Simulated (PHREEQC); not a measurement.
Make-up at 20 °C: 0.0047 mol/kgw NaOH, 0.0012 mol/kgw Na2SiO3 and 0.00555 mol/kgw (CH3)4NCl. Closed to the air; pH follows from the charge balance.

Model: ion-association model, phreeqc.dat, run in PHREEQC.

Problem. The ionic strength comes out as 0.0127 mol/kgw. What activity coefficients do OH-, H2SiO4-2, H3SiO4-, Na+, Cl- get?

Solution. OH- 0.89, H2SiO4-2 0.65, H3SiO4- 0.89, Na+ 0.89, Cl- 0.89.

No solid was allowed to form. (CH3)4N+ isn't in the database: it is added as a free cation with an ion size of 4 Å.
